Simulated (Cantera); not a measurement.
Feed: 1 mol Ni, 0.016 mol H2S, 12 mol N2, held at 1373.15 K and 19.0 Pa.

These are equilibrium values from Cantera (NASA tables, ideal gas, pure condensed phases), not measurements of a reactor. Candidate condensed phases: Ni, NiS, NiS2, Ni3S2, Ni3S4, S; 17 gas species. The numbers say what is thermodynamically allowed, not how fast it happens.

Base state: N2 0.998, H2 0.00132, S2 0.000651, S 1.51e-5, Ni 1.19e-5 (mole fractions); condensed: Ni(s).

Problem. What changes in the equilibrium state with this change: Ni replaced by Fe?

Solution. 
```tsv
species	before	after
N2	0.998	0.998
H2	0.00132	0.00132
S2	0.000651	0.000652
Fe	0	4.12e-5
Ni	1.19e-5	0
S	1.51e-5	1.51e-5
Ni(s), mol	1.000	0
Fe(γ), mol	0	1.000
```
Further candidate phases: Fe, FeS, FeS2.

Problem. What changes in the equilibrium state with this change: pressure from 19.0 Pa to 1.80 bar?

Solution. 
| species | before | after |
|---|---|---|
| N2 | 0.998 | 0.999 |
| H2 | 0.00132 | 0.00132 |
| H2S | 3.30e-6 | 1.34e-5 |
| S2 | 0.000651 | 1.14e-6 |
| S | 1.51e-5 | 6.50e-9 |
| Ni | 1.19e-5 | 1.26e-9 |
| Ni(s), mol | 1.000 | 0.976 |
| Ni3S2(l), mol | 0 | 0.00790 |
Metal and sulfide melt together well below either melting point, which pure phases cannot show. Mutual solubility and eutectic melting of coexisting phases are not modelled.
